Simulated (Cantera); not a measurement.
**NO annealing gas**

A perfectly stirred reactor is fed with NO : N2 : H2O = 1 : 11 : 0.028 (molar parts), at 0.132 atm; it is held at 1800 K, and followed from long to short residence time.

Detailed kinetics in Cantera: GRI-Mech 3.0 (53 species, 325 reactions).

```csv
τ (s),x NO,x O,x N2O,x O2,x NO2,x N2
25,0.0683,2.98e-5,1.76e-6,0.00739,1.18e-5,0.922
7.8,0.0783,1.75e-5,2.30e-6,0.00238,7.70e-6,0.917
2.4,0.0817,1.00e-5,2.45e-6,0.000711,4.43e-6,0.915
0.76,0.0827,6.06e-6,2.43e-6,0.000226,2.61e-6,0.915
0.24,0.0830,3.82e-6,2.36e-6,7.82e-5,1.74e-6,0.915
0.074,0.0831,2.54e-6,2.20e-6,2.64e-5,1.55e-6,0.915
0.023,0.0831,1.64e-6,1.74e-6,5.24e-6,1.52e-6,0.915
0.0072,0.0831,4.98e-7,9.91e-7,1.68e-7,4.99e-7,0.915
0.0022,0.0831,1.99e-7,4.02e-7,5.43e-9,7.80e-8,0.915
```
x: mole fraction; the columns are a selection and need not sum to one.
